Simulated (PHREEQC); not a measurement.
PHREEQC input (ion-association model, wateq4f.dat):

```
SOLUTION_SPECIES
  PO4-3 + 3H+ = H3PO4  # constants of phreeqc.dat
    -log_k 21.721
    -delta_h -10.1 kJ
SOLUTION 1
  temp 25
  units mol/kgw
  pH 7 charge
END
SELECTED_OUTPUT 1
  -reset false
  -pH true
  -pe true
  -ionic_strength true
  -water true
  -totals C Cu P C(-4) C(4) Cu(1) Cu(2)
  -molalities H+ CO3-2 Cu+2 PO4-3 HPO4-2 H2PO4- CO2 HCO3- O2 OH-
    Cu+ CuCO3 Cu(CO3)2-2 CuOH+ Cu(OH)2 Cu(OH)3- Cu(OH)4-2 Cu2(OH)2+2 CuHCO3+ H3PO4
  -equilibrium_phases Cu3(PO4)2:3H2O Cu(OH)2 Malachite
PRINT
  -reset false
USE solution 1
EQUILIBRIUM_PHASES 1
  Cu3(PO4)2:3H2O 0 0.5
  Cu(OH)2 0 0
  Malachite 0 0
  O2(g) -0.68 10
  CO2(g) -5 10
END
# ... the last block is repeated for the other 10 points of log pCO2 (atm)
```

Selected output (columns that matter, 11 of 11 rows; log pCO2 (atm) added in front):

```
log pCO2 (atm)	pH	mu	C	Cu	P	m_H+	m_Cu+2	m_H2PO4-	m_CO2	m_OH-	m_CuHCO3+	Cu3(PO4)2:3H2O	Cu(OH)2	Malachite
-5	6.5872	0.00010554	9.5822e-07	4.2083e-05	5.2705e-05	2.6173e-07	3.0625e-05	4.2206e-05	3.4045e-07	3.9164e-08	8.6722e-09	0.49997	3.6975e-05	0
-4.5	6.5847	0.00010658	3.0194e-06	4.253e-05	5.2339e-05	2.6329e-07	3.0995e-05	4.1961e-05	1.0766e-06	3.8935e-08	2.7588e-08	0.49997	3.5979e-05	0
-4	6.4626	0.00012785	8.0531e-06	4.689e-05	6.4336e-05	3.4915e-07	3.8223e-05	5.4184e-05	3.4045e-06	2.9426e-08	8.0948e-08	0.49997	0	2.4807e-05
-3.5	6.265	0.00017424	2.015e-05	5.9622e-05	9.1483e-05	5.5139e-07	5.3842e-05	8.1703e-05	1.0766e-05	1.8712e-08	2.2735e-07	0.49995	0	3.8801e-05
-3	6.0629	0.00024551	5.2878e-05	8.2176e-05	0.00013125	8.8047e-07	7.7637e-05	0.000122	3.4044e-05	1.1783e-08	6.4566e-07	0.49993	0	5.7349e-05
-2.5	5.857	0.00035631	0.00014536	0.00011924	0.00018936	1.4193e-06	0.00011428	0.00018071	0.00010765	7.3607e-09	1.8512e-06	0.49991	0	8.2403e-05
-2	5.6482	0.00053055	0.00041606	0.0001795	0.00027419	2.3057e-06	0.00017118	0.00026615	0.00034041	4.572e-09	5.3494e-06	0.49986	0	0.00011589
-1.5	5.4374	0.00080819	0.0012293	0.00027913	0.00039816	3.7673e-06	0.00026011	0.00039065	0.0010764	2.8303e-09	1.555e-05	0.4998	0	0.00015905
-1	5.2256	0.0012576	0.0037173	0.00044959	0.00058031	6.1771e-06	0.00039939	0.00057309	0.0034036	1.7515e-09	4.5373e-05	0.49971	0	0.00021044
-0.5	5.0145	0.0019988	0.01142	0.00075629	0.00085121	1.013e-05	0.00061631	0.0008438	0.010761	1.0879e-09	0.00013247	0.49957	0	0.00026027
0	4.8067	0.0032506	0.035447	0.0013449	0.0012634	1.6527e-05	0.00094736	0.0012547	0.03402	6.826e-10	0.00038509	0.49937	0	0.00027508
```

Species that the database lacks are ignored. H3PO4, which wateq4f.dat lacks, is added to it with the constant of phreeqc.dat. The database has no phosphate complexes of Cu. The database's constant for dissolved Cu(OH)2 is higher than later reviews accept.
